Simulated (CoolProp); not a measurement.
Saturation properties of R143a (Tc = 72.7 °C, pc = 37.62 bar, ω = 0.261).

Model: reference Helmholtz-energy equation of state, Lemmon and Jacobsen 2000, in CoolProp.

| T (°C) | p (bar) | liquid density (kg/m³) | vapour Z |
|---|---|---|---|
| -37.25 | 1.590 | 1139 | 0.9341 |
| -31.25 | 2.043 | 1122 | 0.9224 |
| -25.25 | 2.589 | 1104 | 0.9095 |
| -19.25 | 3.241 | 1086 | 0.8952 |
| -13.25 | 4.011 | 1067 | 0.8796 |
| -7.25 | 4.913 | 1048 | 0.8625 |
| -1.25 | 5.959 | 1029 | 0.8439 |
| 4.75 | 7.165 | 1008 | 0.8236 |
| 10.65 | 8.521 | 986.7 | 0.8021 |
| 16.65 | 10.09 | 964.0 | 0.7783 |
| 22.65 | 11.86 | 940.0 | 0.7525 |
| 28.65 | 13.86 | 914.5 | 0.7245 |
| 34.65 | 16.10 | 886.9 | 0.6939 |
| 40.65 | 18.60 | 856.9 | 0.6603 |

It boils at -47.2 °C under 1 atm.
